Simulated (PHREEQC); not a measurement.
0.03 g of hydrous ferric oxide (600 m²/g; 0.2 weak and 0.005 strong sites per Fe, Dzombak-Morel constants, diffuse double layer) in 1 kg of water with 0.001 mol/kgw of an inert sodium salt and 3.3e-07 mol/kgw BaCl2, at 25 °C; the pH is set by adding NaOH or the inert anion's acid. Oxygen is held at 0.21 atm. CO2 from the air is kept out. No solid was allowed to form.

The series has 17 steps of pH, from 4 to 10.

All values are PHREEQC results (ion-association model, wateq4f.dat), not measurements.

**Question.** Near which pH is half of the Ba sorbed, and on which side is more sorbed?

**Answer.** Near pH 8.4, with more sorbed at higher pH.

Complexes and solids missing from the database can't appear.
